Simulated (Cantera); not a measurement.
# Hydrocarbon pyrolysis for carbon deposition

A perfectly stirred reactor is fed with 1.00 % C₂H₆, 99.0 % H₂, at 1.30 bar; it is held at 1800 K, and followed from long to short residence time.

Cantera simulation using GRI-Mech 3.0 (53 species, 325 reactions); the numbers are that mechanism's predictions, not measurements. GRI-Mech 3.0 stops at C3 and has no aromatics, soot or wall deposition, so with more carbon than oxygen in the feed, carbon stays in small species such as C2H2 where larger ones or solid carbon would form.

```
τ (s)    x C₂H₆   x H₂    x CH₃    x CH₄    x C₂H
------  -------  -----  -------  -------  -------
0.94    4.66e-7  0.987  4.16e-5  0.00646  1.79e-8
0.54    5.65e-7  0.986  4.35e-5  0.00675  1.76e-8
0.30    7.47e-7  0.986  4.65e-5  0.00718  1.71e-8
0.17    1.05e-6  0.986  5.05e-5  0.00774  1.64e-8
0.098   1.54e-6  0.986  5.51e-5  0.00837  1.57e-8
0.056   2.37e-6  0.985  6.05e-5  0.00903  1.51e-8
0.032   3.75e-6  0.985  6.62e-5  0.00961  1.46e-8
0.018   6.13e-6  0.985  7.24e-5   0.0100  1.46e-8
0.010   1.02e-5  0.985  7.94e-5   0.0103  1.52e-8
0.0059  1.60e-5  0.984  8.69e-5   0.0103  1.63e-8
0.0033  2.62e-5  0.984  9.74e-5   0.0102  1.84e-8
```
x: mole fraction; the columns are a selection and need not sum to one.
